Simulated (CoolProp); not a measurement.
A single-stage vapour-compression cycle with ethane: evaporating at 237.15 K (dew point), condensing at 283.15 K (bubble point), superheat 10 K, subcooling 8 K, compressor efficiency 0.85, no pressure losses. Each further row changes one setting.

The numbers come from the reference Helmholtz-energy equation of state, Bücker 2006 in CoolProp.

```tsv
case	cooling COP	pressure ratio	discharge temperature (K)	refrigerating effect (kJ/kg)	volumetric capacity (kJ/m³)
as stated	3.30	3.41	320.7	304	4530
evaporating temperature 242.15 K	3.86	2.92	317.1	?	?
condensing temperature 278.15 K	3.87	3.04	313.2	321	4780
subcooling 13 K	3.49	3.41	320.7	321	?
superheat 20 K	3.29	3.41	331.0	322	4530
compressor efficiency 0.75	?	3.41	325.9	304	4530
```

Problem. Some entries are withheld; supply them.

Solution. 
- evaporating temperature 242.15 K, refrigerating effect (kJ/kg): 308
- evaporating temperature 242.15 K, volumetric capacity (kJ/m³): 5340
- subcooling 13 K, volumetric capacity (kJ/m³): 4790
- compressor efficiency 0.75, cooling COP: 2.91
